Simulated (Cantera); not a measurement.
## Si + H2O + H2 (thermal oxidation and active oxidation of silicon)

Input: 1 mol Si, 0.0015 mol H2O, 28 mol H2, held at 923.15 K and 10000 Pa.

Equilibrium computed with Cantera from the NASA thermochemical tables; the gas is ideal and each condensed phase is pure. Candidate condensed phases: H2O, Si, SiO2; 18 gas species. Rates play no part.

```json
{
  "x(H2)": "1.00",
  "n(Si(s))": "0.999 mol",
  "n(SiO2(β-quartz))": "0.000750 mol",
  "gas_amount": "28.00 mol"
}
```
